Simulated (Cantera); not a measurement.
## Adiabatic ignition

An adiabatic, constant-volume homogeneous reactor starts with CH4 : O2 : N2 : H2O = 1 : 3.33 : 12.5 : 0.71 (molar parts), equivalence ratio 0.60, at 1373 K and 750 Torr.

Detailed kinetics in Cantera: GRI-Mech 3.0 (53 species, 325 reactions).

```csv
t (s),T (K),P (bar),x CH4,x O2,x H2O,x H2,x HCN,x OH,x C2H2
2.00e-6,1373,1.00,0.0570,0.190,0.0405,7.70e-10,<1e-12,5.26e-10,<1e-12
4.11e-6,1373,1.00,0.0570,0.190,0.0405,1.96e-9,<1e-12,7.72e-10,<1e-12
8.46e-6,1373,1.000,0.0570,0.190,0.0405,4.57e-9,<1e-12,9.90e-10,<1e-12
1.74e-5,1373,1.000,0.0570,0.190,0.0405,1.04e-8,<1e-12,1.44e-9,<1e-12
3.58e-5,1373,1.000,0.0570,0.190,0.0405,2.46e-8,<1e-12,2.51e-9,<1e-12
7.37e-5,1373,1.000,0.0570,0.190,0.0405,6.40e-8,<1e-12,5.14e-9,<1e-12
0.000152,1373,1.000,0.0570,0.190,0.0405,2.00e-7,<1e-12,1.21e-8,<1e-12
0.000312,1373,1.000,0.0570,0.190,0.0405,8.28e-7,<1e-12,3.32e-8,<1e-12
0.000641,1373,1.00,0.0570,0.190,0.0405,4.77e-6,<1e-12,1.02e-7,4.61e-11
0.00132,1374,1.00,0.0567,0.190,0.0407,3.24e-5,<1e-12,2.69e-7,2.61e-9
0.00271,1384,1.01,0.0552,0.189,0.0419,0.000286,<1e-12,1.05e-6,1.36e-7
0.00558,2596,1.92,<1e-12,0.0726,0.141,0.00353,2.02e-11,0.0150,<1e-12
0.0115,2583,1.91,<1e-12,0.0691,0.141,0.00345,3.28e-11,0.0143,<1e-12
0.0236,2580,1.90,<1e-12,0.0682,0.141,0.00343,3.54e-11,0.0141,<1e-12
0.0486,2580,1.90,<1e-12,0.0681,0.141,0.00343,3.55e-11,0.0141,<1e-12
0.100,2580,1.90,<1e-12,0.0681,0.141,0.00343,3.55e-11,0.0141,<1e-12
```
x: mole fraction; the columns are a selection and need not sum to one.

```json
{
 "time_of_steepest_temperature_rise": "3.95 ms",
 "temperature at 0.100 s": "2580 K",
 "equilibrium_temperature": "2580 K",
 "x(CH4) at 0.100 s": "<1e-12 (gas-phase equilibrium <1e-12)",
 "x(O2) at 0.100 s": "0.0681 (gas-phase equilibrium 0.0681)",
 "x(H2O) at 0.100 s": "0.141 (gas-phase equilibrium 0.141)"
}
```
